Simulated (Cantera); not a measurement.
Input: 1 mol Si, 9.5 mol F₂, at 600 °C and 10000 Pa.

These are equilibrium values from Cantera (NASA tables, ideal gas, pure condensed phases), not measurements of a reactor. Candidate condensed phases: Si; 9 gas species. The numbers say what is thermodynamically allowed, not how fast it happens.

Base state: F₂ 0.820, SiF₄ 0.114, F 0.0667 (mole fractions); condensed: gas only.

Task: What changes in the equilibrium state with this change: temperature from 600 °C to 352 °C?

Result: 
```json
[
 {"species": "F₂", "before": "0.820", "after": "0.882"},
 {"species": "SiF₄", "before": "0.114", "after": "0.118"},
 {"species": "F", "before": "0.0667", "after": "0.000800"}
]
```

Task: What changes in the equilibrium state with this change: temperature from 600 °C to 1377 °C?

Result: 
```json
[
 {"species": "F", "before": "0.0667", "after": "0.934"},
 {"species": "SiF₄", "before": "0.114", "after": "0.0627"},
 {"species": "F₂", "before": "0.820", "after": "0.00347"}
]
```
